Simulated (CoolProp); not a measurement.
A single-stage vapour-compression cycle with n-butane: evaporating at 284.15 K (dew point), condensing at 324.15 K (bubble point), superheat 0 K, subcooling 8 K, compressor efficiency 0.8, no pressure losses. Each further row changes one setting.

Computed with CoolProp (reference Helmholtz-energy equation of state, Bücker 2006).

```csv
case,cooling COP,pressure ratio,discharge temperature (K),refrigerating effect (kJ/kg),volumetric capacity (kJ/m³)
as stated,5.06,3.31,325.1,296,1190
evaporating temperature 289.15 K,6.01,2.79,324.6,304,1430
condensing temperature 319.15 K,5.93,2.90,320.4,309,1240
subcooling 13 K,5.27,3.31,325.1,309,1240
superheat 10 K,5.11,3.31,335.0,314,1200
compressor efficiency 0.7,4.42,3.31,329.3,296,1190
```
